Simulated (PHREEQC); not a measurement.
Consider water at 20 °C with 0.0031 mol/kgw Na2HAsO4, 0.039 mol/kgw H3PO4 and 0.17 mol/kgw FeCl3. Closed to the air; pH follows from the charge balance.

Computed with PHREEQC (ion-association model, wateq4f.dat).

```
quantity                  before   after
------------------------  ------  ------
pH                          1.55    1.93
ionic strength (mol/kgw)   0.587   0.605
Cl- (mol/kgw)              0.384   0.365
FeCl+2 (mol/kgw)          0.0732  0.0863
Fe+3 (mol/kgw)            0.0282  0.0351
FeCl2+ (mol/kgw)          0.0259  0.0286
SI of Goethite (FeOOH)     +2.85   +4.08
SI of Halite (NaCl)        -4.54   -4.56
```

Question: What was changed between the two runs?
(A) diluted 10-fold with water
(B) H3PO4 from 0.039 to 0.0429 mol/kgw
(C) Na2HAsO4 replaced by NaCl at the same molality
(D) temperature from 20 to 65 °C
(E) H3PO4 left out

Answer: E, H3PO4 left out

Precipitation was switched off in this run. Some of these states are supersaturated (in Strengite, Hematite (slow to form), Goethite (slow to form), for instance). The database's scorodite may be far more soluble than the real mineral, and it has no iron arsenate complexes; the constant wasn't checked at its source. H3PO4, which wateq4f.dat lacks, is added to it with the constant of phreeqc.dat.
